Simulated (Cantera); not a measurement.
Input: 1 mol SiH4, 23 mol O2, 16 mol N2, 8 mol N2O, at 1273 K and 0.210 bar.

Cantera equilibrium calculation (NASA polynomials, part measured and part estimated; ideal gas, pure solids and liquids). Candidate condensed phases: H2O, Si, SiO2, Si2N2O, Si3N4; 35 gas species. The tables hold silica as quartz up to 1696 K and as liquid above; real silica turns to tridymite and cristobalite and melts near 1996 K. Rates play no part.

Base state: O2 0.490, N2 0.470, H2O 0.0392, NO 0.000390 (mole fractions); condensed: SiO2(β-quartz).

What changes in the equilibrium state with this change: temperature from 1273 K to 1948 K?


```csv
species,before,after
O2,0.490,0.485
N2,0.470,0.466
H2O,0.0392,0.0383
NO,0.000390,0.00773
H,<1e-9,1.19e-5
O,1.64e-7,0.000675
H2,6.50e-9,2.31e-5
OH,8.72e-6,0.00178
NO2,3.33e-6,1.02e-5
"SiO2(β-quartz), mol",1.00,0
"SiO2(condensed), mol",0,1.000
```
